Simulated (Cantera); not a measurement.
An isothermal, constant-pressure homogeneous reactor starts with H2 : O2 : N2 = 1.6 : 1 : 1.4 (molar parts), equivalence ratio 0.80, at 798 K and 0.170 bar. Integrator tolerance rtol = 1e-08.

Cantera simulation using GRI-Mech 3.0 (53 species, 325 reactions); the numbers are that mechanism's predictions, not measurements. Below about 950 K walls govern HO2 and H2O2 in real vessels. The temperature is held fixed by assumption; the heat of reaction is taken as removed at once.

What does this change do: pressure from 0.170 bar to 0.100 bar?


| quantity | before | after |
|---|---|---|
| x(H2) at 30.0 s | 0.382 (gas-phase equilibrium <1e-12) | 0.244 (gas-phase equilibrium <1e-12) |
| x(O2) at 30.0 s | 0.241 (gas-phase equilibrium 0.0625) | 0.177 (gas-phase equilibrium 0.0625) |
| x(NO) at 30.0 s | <1e-12 (gas-phase equilibrium 7.92e-7) | 8.02e-10 (gas-phase equilibrium 7.92e-7) |
| x(H2O2) at 30.0 s | 0.00105 (gas-phase equilibrium 5.74e-12) | 0.000465 (gas-phase equilibrium 4.41e-12) |
| x(H2O) at 30.0 s | 0.0215 (gas-phase equilibrium 0.500) | 0.194 (gas-phase equilibrium 0.500) |
| x(O) at 30.0 s | 3.40e-9 (gas-phase equilibrium <1e-12) | 1.92e-9 (gas-phase equilibrium <1e-12) |
| x(OH) at 30.0 s | 1.42e-9 (gas-phase equilibrium 2.12e-9) | 9.18e-10 (gas-phase equilibrium 2.42e-9) |
Radical loss at walls, strong at low pressure, is not modelled.

What does this change do: pressure from 0.170 bar to 0.133 bar?


| quantity | before | after |
|---|---|---|
| x(H2) at 30.0 s | 0.382 (gas-phase equilibrium <1e-12) | 0.312 (gas-phase equilibrium <1e-12) |
| x(O2) at 30.0 s | 0.241 (gas-phase equilibrium 0.0625) | 0.208 (gas-phase equilibrium 0.0625) |
| x(NO) at 30.0 s | <1e-12 (gas-phase equilibrium 7.92e-7) | 1.82e-10 (gas-phase equilibrium 7.92e-7) |
| x(H2O2) at 30.0 s | 0.00105 (gas-phase equilibrium 5.74e-12) | 0.000728 (gas-phase equilibrium 5.09e-12) |
| x(H2O) at 30.0 s | 0.0215 (gas-phase equilibrium 0.500) | 0.110 (gas-phase equilibrium 0.500) |
| x(O) at 30.0 s | 3.40e-9 (gas-phase equilibrium <1e-12) | 2.06e-9 (gas-phase equilibrium <1e-12) |
| x(OH) at 30.0 s | 1.42e-9 (gas-phase equilibrium 2.12e-9) | 9.84e-10 (gas-phase equilibrium 2.25e-9) |
Radical loss at walls, strong at low pressure, is not modelled.
